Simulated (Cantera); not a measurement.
An isothermal, constant-pressure homogeneous reactor starts with NH3 : H2 = 1 : 0.61 (molar parts), at 1650 K and 1.01 bar.

Model: the gas-phase N/H chemistry of the illustrative SiF4/NH3 mechanism in the Surface Chemkin manual (1991), integrated in Cantera. Walls and surfaces, which speed up NH3 decomposition in real reactors, are not modelled.

x: mole fraction; the columns are a selection and need not sum to one.

```json
[
 {"t (s)": "0.000100", "x NH3": "0.621", "x H2": "0.379", "x N": "1.13e-11", "x H": "2.55e-6", "x N2H2": "2.95e-9", "x N2H4": "1.56e-9"},
 {"t (s)": "0.000388", "x NH3": "0.621", "x H2": "0.379", "x N": "6.07e-10", "x H": "9.59e-6", "x N2H2": "5.12e-8", "x N2H4": "2.25e-8"},
 {"t (s)": "0.00151", "x NH3": "0.621", "x H2": "0.379", "x N": "8.50e-9", "x H": "2.35e-5", "x N2H2": "3.61e-7", "x N2H4": "1.36e-7"},
 {"t (s)": "0.00585", "x NH3": "0.620", "x H2": "0.380", "x N": "1.04e-8", "x H": "2.52e-5", "x N2H2": "4.19e-7", "x N2H4": "1.55e-7"},
 {"t (s)": "0.0227", "x NH3": "0.617", "x H2": "0.382", "x N": "1.04e-8", "x H": "2.54e-5", "x N2H2": "4.15e-7", "x N2H4": "1.54e-7"},
 {"t (s)": "0.0881", "x NH3": "0.605", "x H2": "0.390", "x N": "1.04e-8", "x H": "2.60e-5", "x N2H2": "4.01e-7", "x N2H4": "1.50e-7"},
 {"t (s)": "0.342", "x NH3": "0.563", "x H2": "0.419", "x N": "1.03e-8", "x H": "2.85e-5", "x N2H2": "3.51e-7", "x N2H4": "1.35e-7"},
 {"t (s)": "1.33", "x NH3": "0.441", "x H2": "0.503", "x N": "9.82e-9", "x H": "3.62e-5", "x N2H2": "2.26e-7", "x N2H4": "9.22e-8"},
 {"t (s)": "5.15", "x NH3": "0.228", "x H2": "0.651", "x N": "7.65e-9", "x H": "5.30e-5", "x N2H2": "7.09e-8", "x N2H4": "3.17e-8"},
 {"t (s)": "20.0", "x NH3": "(withheld)", "x H2": "(withheld)", "x N": "(withheld)", "x H": "(withheld)", "x N2H2": "(withheld)", "x N2H4": "(withheld)"}
]
```

### Question
Complete the blanks.

### Answer

- 20.0, x NH3: 0.0704
- 20.0, x H2: 0.760
- 20.0, x N: 3.61e-9
- 20.0, x H: 7.08e-5
- 20.0, x N2H2: 8.47e-9
- 20.0, x N2H4: 3.95e-9
